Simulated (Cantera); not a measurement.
Input (Python, Cantera) and output of one run.

```python
import numpy as np
import cantera as ct

gas_names = [...]  # 130 gases of nasa_gas.yaml made of C, H, Mg, O, S
cond_names = """
    C(gr) C6H6(L) C7H8(L) C8H18(L),n-octa H2O(s) H2O(L) H2SO4(L) Mg(cr) Mg(L) MgCO3(s) MgO(s) MgO(L)
    MgO2H2(s) MgS(s) MgSO4(s) MgSO4(L) S(cr1) S(cr2) S(L)
""".split()


# ... load() reads the species with a 1 bar reference pressure and builds the phases ...
atoms = {
    'MgCO3': {'Mg': 1, 'C': 1, 'O': 3},
    'H2S': {'H': 2, 'S': 1},
    'CO2': {'C': 1, 'O': 2},
}
top_T = {'C(gr)': 4500, 'MgS(s)': 2250}  # K; cautious upper limits of use, not melting points


# ... equilibrate(T, P, feed) seeds the gas with the atoms and calls Mixture.equilibrate('TP', solver="vcs", rtol=1e-11, max_steps=5000) ...
results = []
T = 950  # K
P = 13332.2  # Pa
for m in [0.07, 0.094, 0.13, 0.17, 0.23, 0.31, 0.42]:
    feed = {'MgCO3': 1, 'H2S': m, 'CO2': 0.19}  # mol
    mix = equilibrate(T, P, feed)
    results.append((T, P, feed, dict(zip(mix.species_names, mix.species_moles))))

top = {s: max(r[3][s] / sum(r[3][g] for g in gas_names) for r in results) for s in gas_names}
cols = sorted((s for s in top if top[s] > 0.001), key=lambda s: -top[s])[:8]
seen = [c for c in cond_names if any(r[3].get(c, 0) > 1e-12 for r in results)]
print("log10 of partial pressures in bar; condensed amounts in mol")
print(f"{'n(H2S)':>10s}" + "".join(f"{s[:9]:>10s}" for s in cols + seen))
for T, P, feed, n in results:
    ng = sum(n[g] for g in gas_names)
    print(f"{feed['H2S']:10.4g}" + "".join(f"{np.log10(max(n[s] / ng * P / 1e5, 1e-99)):10.3f}" for s in cols)
          + "".join(f"{n.get(c, 0):10.4g}" for c in seen))
```

Result:

```
log10 of partial pressures in bar; condensed amounts in mol
    n(H2S)       CO2       H2S       H2O        CO        S2       COS        H2    MgO(s)
      0.07    -0.923    -2.605    -2.339    -2.450    -2.744    -2.941    -3.613         1
     0.094    -0.936    -2.419    -2.264    -2.388    -2.669    -2.842    -3.464         1
      0.13    -0.953    -2.227    -2.190    -2.327    -2.595    -2.743    -3.310         1
      0.17    -0.972    -2.080    -2.134    -2.281    -2.539    -2.670    -3.191         1
      0.23    -0.997    -1.926    -2.079    -2.236    -2.482    -2.596    -3.065         1
      0.31    -1.029    -1.785    -2.033    -2.198    -2.432    -2.534    -2.949         1
      0.42    -1.069    -1.655    -1.995    -2.168    -2.388    -2.481    -2.841         1
```

Method: chemical equilibrium by Gibbs-energy minimisation in Cantera with the NASA 1993 tables (ideal gas, pure condensed phases). Gases not in the tables: S3 to S7.
